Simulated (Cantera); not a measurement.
Input (Python, Cantera):

```python
import numpy as np
import cantera as ct

gas = ct.Solution("gri30.yaml")


def delay(T, t_max=10):
    gas.TPX = T, 220000, {'CO': 1, 'H2': 0.096, 'CH4': 0.91, 'O2': 1.18, 'N2': 5.45}
    reactor = ct.IdealGasReactor(gas, clone=False)
    net = ct.ReactorNet([reactor])
    net.rtol, net.atol = 1e-8, 1e-16
    while net.time < t_max:
        t_old, T_old = net.time, reactor.T
        net.step()
        if reactor.T > T + 400:  # ignition: a rise of 400 K
            return t_old + (T + 400 - T_old) / (reactor.T - T_old) * (net.time - t_old)
    return np.nan


taus = []
for T in [1150, 1200, 1250, 1300, 1350, 1400]:
    taus.append(delay(T))
    print(f"T0 = {T:6g} K   tau = {taus[-1]:.4e} s")
```

Result:

```
T0 =   1150 K   tau = 3.4907e-02 s
T0 =   1200 K   tau = 1.9189e-02 s
T0 =   1250 K   tau = 1.0571e-02 s
T0 =   1300 K   tau = 5.8690e-03 s
T0 =   1350 K   tau = 3.3005e-03 s
T0 =   1400 K   tau = 1.8887e-03 s
```

Model: GRI-Mech 3.0 (53 species, 325 reactions), integrated in Cantera.
